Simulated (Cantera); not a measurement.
A closed system holds: 1 mol FeS, 1.1 mol SO₃, 16 mol N₂, held at 0.360 bar.

Cantera equilibrium calculation (NASA polynomials, part measured and part estimated; ideal gas, pure solids and liquids). Candidate condensed phases: Fe, FeO, FeS, FeSO₄, FeS₂, Fe₂O₃, Fe₂(SO₄)₃, Fe₃O₄, S; 19 gas species. The tables' stoichiometric FeO is somewhat more stable than real wüstite, so its field is too wide. FeO: taken at fixed stoichiometry. Rates play no part.

### Question
At 1277 °C, list the 5 most abundant gas species with their mole fractions, and the condensed phases.

### Answer
N₂ 0.908, SO₂ 0.0641, S₂ 0.0261, SO 0.00155, S₂O 0.000630. Condensed: FeO(s).
